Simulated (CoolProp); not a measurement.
Vapour-liquid equilibrium of ethylene (1) + 1-butene (2) at 365 kPa; x and y are mole fractions of (1).

The numbers come from the multi-fluid Helmholtz-energy mixture model, Smukala 2000 and Lemmon 2005; pair parameters Bell 2016 in CoolProp.

```json
[
 {"x": "0.05", "bubble temperature (K)": "283.3", "y at the bubble point": "0.494", "dew temperature at overall composition x (K)": "303.3", "liquid density (mol/L)": "10.98"},
 {"x": "0.2", "bubble temperature (K)": "…", "y at the bubble point": "0.914", "dew temperature at overall composition x (K)": "297.4", "liquid density (mol/L)": "12.53"},
 {"x": "0.35", "bubble temperature (K)": "223.3", "y at the bubble point": "0.973", "dew temperature at overall composition x (K)": "…", "liquid density (mol/L)": "…"},
 {"x": "0.5", "bubble temperature (K)": "212.6", "y at the bubble point": "0.989", "dew temperature at overall composition x (K)": "…", "liquid density (mol/L)": "14.86"},
 {"x": "0.65", "bubble temperature (K)": "205.4", "y at the bubble point": "…", "dew temperature at overall composition x (K)": "273.2", "liquid density (mol/L)": "…"},
 {"x": "0.8", "bubble temperature (K)": "200.2", "y at the bubble point": "0.998", "dew temperature at overall composition x (K)": "…", "liquid density (mol/L)": "17.23"},
 {"x": "0.95", "bubble temperature (K)": "196.0", "y at the bubble point": "1.000", "dew temperature at overall composition x (K)": "232.7", "liquid density (mol/L)": "…"}
]
```

Task: Fill in the missing entries.

Result: 
- 0.2, bubble temperature (K): 242.0
- 0.35, dew temperature at overall composition x (K): 290.8
- 0.35, liquid density (mol/L): 13.72
- 0.5, dew temperature at overall composition x (K): 283.0
- 0.65, y at the bubble point: 0.995
- 0.65, liquid density (mol/L): 16.02
- 0.8, dew temperature at overall composition x (K): 259.5
- 0.95, liquid density (mol/L): 18.47

No azeotrope shows between x = 0.05 and 0.95.

Pair parameters are fitted to limited data, so mixtures are less certain than the pure fluids.
